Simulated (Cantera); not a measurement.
## Thermodynamics of silicon nitride deposition, feed SiHCl3 + N2

A closed system holds: 1 mol SiHCl3, 6.2 mol N2, at 5.40 Pa.

Cantera equilibrium calculation (NASA polynomials, part measured and part estimated; ideal gas, pure solids and liquids). Candidate condensed phases: NH4Cl, Si, Si3N4; 28 gas species. N2 is the only nitrogen source here; it is nearly inert below about 1500 K, so the nitride shown seldom forms there in practice. The tables' values for SiCl3, SiCl, SiN are old estimates; treat these amounts as uncertain. Equilibrium is a limit: real reactors are often held back by kinetics, nucleation or transport.

| T (K) | log p N2 | log p Cl | log p HCl | log p SiCl2 | log p SiCl4 | log p Si | log p H | log p SiCl3 | log p H2 | n Si3N4(s) |
|---|---|---|---|---|---|---|---|---|---|---|
| 923 | -4.36 | -11.61 | -5.18 | -9.18 | -5.41 | <-16 | -12.81 | -8.10 | -6.40 | 0.157 |
| 1023 | -4.37 | -10.36 | -5.18 | -7.63 | -5.42 | <-16 | -11.62 | -7.19 | -6.47 | 0.158 |
| 1123 | -4.37 | -9.34 | -5.18 | -6.37 | -5.48 | -16.05 | -10.63 | -6.47 | -6.51 | 0.146 |
| 1223 | -4.38 | -8.57 | -5.21 | -5.49 | -5.84 | -13.40 | -9.75 | -6.12 | -6.45 | 0.0706 |
| 1323 | -4.39 | -7.94 | -5.24 | -5.22 | -6.69 | -11.59 | -8.98 | -6.33 | -6.35 | 0 |
| 1423 | -4.39 | -7.18 | -5.21 | -5.21 | -7.19 | -10.67 | -8.48 | -6.50 | -6.60 | 0 |
| 1523 | -4.39 | -6.62 | -5.21 | -5.19 | -7.82 | -9.69 | -7.97 | -6.75 | -6.66 | 0 |
| 1623 | -4.39 | -6.24 | -5.23 | -5.19 | -8.61 | -8.59 | -7.42 | -7.08 | -6.51 | 0 |
| 1723 | -4.39 | -5.95 | -5.26 | -5.19 | -9.41 | -7.54 | -6.90 | -7.44 | -6.33 | 0 |
| 1823 | -4.40 | -5.68 | -5.31 | -5.22 | -10.11 | -6.65 | -6.47 | -7.76 | -6.22 | 0 |
| 1923 | -4.42 | -5.39 | -5.37 | -5.31 | -10.71 | -6.01 | -6.15 | -8.07 | -6.24 | 0 |
| 2023 | -4.45 | -5.12 | -5.45 | -5.54 | -11.39 | -5.60 | -5.90 | -8.49 | -6.35 | 0 |
log p: log10 of the partial pressure in bar; n: condensed amount in mol.

From 923 K to 1223 K the condensed part is Si3N4(s). From 1323 K to 2023 K nothing is condensed. The main Si-bearing gas is SiCl4 at 923 K and SiCl2 at 2023 K.
